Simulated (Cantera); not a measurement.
A closed system holds: 1 mol Pb, 7.1 mol H2, equilibrated at 950 °C.

Equilibrium computed with Cantera from the NASA thermochemical tables; the gas is ideal and each condensed phase is pure. Candidate condensed phases: Pb; 4 gas species. Equilibrium is a limit: real reactors are often held back by kinetics, nucleation or transport.

x: gas mole fraction; n: condensed amount in mol.

```json
[
 {"P (Pa)": "10", "x H2": "0.877", "x Pb": "0.123", "x H": "2.81e-5", "x Pb2": "7.88e-8", "n Pb(l)": "0"},
 {"P (Pa)": "100", "x H2": "0.877", "x Pb": "0.123", "x H": "…", "x Pb2": "…", "n Pb(l)": "0"},
 {"P (Pa)": "1000", "x H2": "0.909", "x Pb": "0.0908", "x H": "2.87e-6", "x Pb2": "4.26e-6", "n Pb(l)": "0.291"},
 {"P (Pa)": "10000", "x H2": "0.991", "x Pb": "0.00908", "x H": "9.46e-7", "x Pb2": "4.26e-7", "n Pb(l)": "0.935"},
 {"P (Pa)": "100000", "x H2": "0.999", "x Pb": "…", "x H": "…", "x Pb2": "…", "n Pb(l)": "0.994"},
 {"P (Pa)": "1000000", "x H2": "1.000", "x Pb": "9.08e-5", "x H": "9.51e-8", "x Pb2": "4.26e-9", "n Pb(l)": "0.999"}
]
```

**Question.** Some entries are withheld; supply them.

**Answer.** 
- 100, x H: 8.90e-6
- 100, x Pb2: 7.88e-7
- 100000, x Pb: 0.000908
- 100000, x H: 3.01e-7
- 100000, x Pb2: 4.26e-8
